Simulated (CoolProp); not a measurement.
Model: reference Helmholtz-energy equation of state, Lemmon 2006, in CoolProp. It is a short technical equation, of lower accuracy than the large ones.

Question: Give the vapour pressure (MPa), vapour density (kg/m³), enthalpy of vaporisation (kJ/kg), liquid viscosity (µPa s) of saturated n-decane at 506.1 K.

Answer: 
| T (K) | p (MPa) | vapour density (kg/m³) | enthalpy of vaporisation (kJ/kg) | liquid viscosity (µPa s) |
|---|---|---|---|---|
| 506.1 | 0.369 | 14.8 | 233 | 134 |

Viscosity comes from a separate model (Huber 2004).
